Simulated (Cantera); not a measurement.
Charge: 1 mol AlCl₃, 5.7 mol N₂O, 340 mol H₂, 0.53 mol N₂, at 1777 °C and 2.93 Torr.

These are equilibrium values from Cantera (NASA tables, ideal gas, pure condensed phases), not measurements of a reactor. Candidate condensed phases: Al, AlCl₃, AlN, Al₂O₃, H₂O, NH₄Cl; 45 gas species. The tables' values for AlOH are old estimates; treat these amounts as uncertain. Equilibrium is a limit: real reactors are often held back by kinetics, nucleation or transport.

Base state: H₂ 0.927, H 0.0350, N₂ 0.0176, H₂O 0.0122, HCl 0.00801, AlCl 0.000230, Cl 0.000224, OH 5.03e-5 (mole fractions); condensed: Al₂O₃(s).

### Question
What changes in the equilibrium state with this change: temperature from 1777 °C to 1250 °C?

### Answer
```
species          before     after
-------------  --------  --------
H₂                0.927     0.961
N₂               0.0176    0.0179
H₂O              0.0122    0.0121
H                0.0350  0.000363
HCl             0.00801   0.00862
AlCl           0.000230   1.47e-8
Al              2.05e-5     <1e-9
AlOH            1.65e-5     <1e-9
OH              5.03e-5   1.41e-7
Al₂O₃(s), mol     0.451     0.500
```

### Question
What changes in the equilibrium state with this change: H₂ from 340 to 11 mol?

### Answer
```csv
species,before,after
N₂,0.0176,0.328
H₂,0.927,0.274
H₂O,0.0122,0.219
HCl,0.00801,0.150
H,0.0350,0.0190
AlOCl,4.39e-6,1.94e-5
O₂,7.74e-9,2.85e-5
Al,2.05e-5,4.33e-8
"Al₂O₃(s), mol",0.451,0.500
```

### Question
What changes in the equilibrium state with this change: pressure from 2.93 Torr to 12.8 Torr?

### Answer
```csv
species,before,after
H₂,0.927,0.945
N₂,0.0176,0.0178
H,0.0350,0.0169
HCl,0.00801,0.00832
H₂O,0.0122,0.0121
AlCl,0.000230,0.000117
Al,2.05e-5,4.87e-6
OH,5.03e-5,2.38e-5
AlOH,1.65e-5,8.08e-6
Cl,0.000224,0.000110
"Al₂O₃(s), mol",0.451,0.476
```
